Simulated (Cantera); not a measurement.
## Si₃H₈ + HCl + H₂ (silicon epitaxy and polysilicon growth)

Charge: 1 mol Si₃H₈, 0.036 mol HCl, 540 mol H₂, equilibrated at 577 °C and 48.0 mbar.

These are equilibrium values from Cantera (NASA tables, ideal gas, pure condensed phases), not measurements of a reactor. Candidate condensed phases: Si; 19 gas species. The feed counts by its element totals alone. Rates play no part.

- x(H₂): 1.000
- x(HCl): 6.58e-5
- n(Si(s)): 3.00 mol
- gas amount: 544.0 mol
